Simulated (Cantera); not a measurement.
Feed: 1 mol C₃H₈, 0.09 mol CO₂, 0.0082 mol O₂, at 75.0 Torr.

These are equilibrium values from Cantera (NASA tables, ideal gas, pure condensed phases), not measurements of a reactor. Candidate condensed phases: C, C₆H₆, C₇H₈, C₈H₁₈, H₂O; 131 gas species. Ions and electrons are included (thermal ionisation). Rates play no part.

Task: Which condensed phases are stable at each of these points (T (K)): 2000, 2250, 2500, 2750, 3000, 3250, 3500, 3750, 4000, 4250, 4500, 4750, 5000?

Result: 
| T (K) | condensed phases | C condensed (%) |
|---|---|---|
| 2000 | C(graphite) | 93.4 |
| 2250 | C(graphite) | 92.8 |
| 2500 | C(graphite) | 90.9 |
| 2750 | C(graphite) | 86.9 |
| 3000 | C(graphite) | 78.4 |
| 3250 | C(graphite) | 43.8 |
| 3500 | gas only | 0.0 |
| 3750 | gas only | 0.0 |
| 4000 | gas only | 0.0 |
| 4250 | gas only | 0.0 |
| 4500 | gas only | 0.0 |
| 4750 | gas only | 0.0 |
| 5000 | gas only | 0.0 |

From 2000 K to 3250 K the condensed part is C(graphite). From 3500 K to 5000 K nothing is condensed.
